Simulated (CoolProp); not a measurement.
Computed with CoolProp (reference Helmholtz-energy equation of state, Pan 2012).

Task: For R236FA, give the phase and the density (kg/m³), cp (kJ/(kg K)), Joule-Thomson coefficient (K/MPa), viscosity (µPa s) at 338.1 K and 55.3 bar; 382.3 K and 55.3 bar.

Result: 
- 338.1 K and 55.3 bar: liquid; density 1250, cp 1.30, Joule-Thomson coefficient -0.000920, viscosity 199
- 382.3 K and 55.3 bar: liquid; density 1060, cp 1.48, Joule-Thomson coefficient 0.634, viscosity 116

Viscosity comes from a separate model (Huber 2003), an estimate that may be off by 10 % or more.
